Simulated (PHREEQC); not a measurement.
Dissolve 5.5 mmol/kgw HCl, 1.2 mmol/kgw LiCl and 1.6 mmol/kgw Fe2(SO4)3 at 8.3 °C. Closed to the air; pH follows from the charge balance.

All values are PHREEQC results (ion-association model, phreeqc.dat), not measurements.

### Question
The ionic strength comes out as 0.0149 mol/kgw. What activity coefficients do Fe(OH)2+, Li+, FeOH+2, SO4-2, Fe2(OH)2+4 get?

### Answer
Fe(OH)2+ 0.89, Li+ 0.89, FeOH+2 0.63, SO4-2 0.63, Fe2(OH)2+4 0.15.

Precipitation was switched off in this run. Saturation is exceeded, for instance for Hematite (slow to form), Goethite (slow to form); the values hold only as long as no solid forms. Species that the database lacks are ignored. Away from 25 °C the constants follow the database's enthalpies or fits; those with neither stay at their 25 °C values.
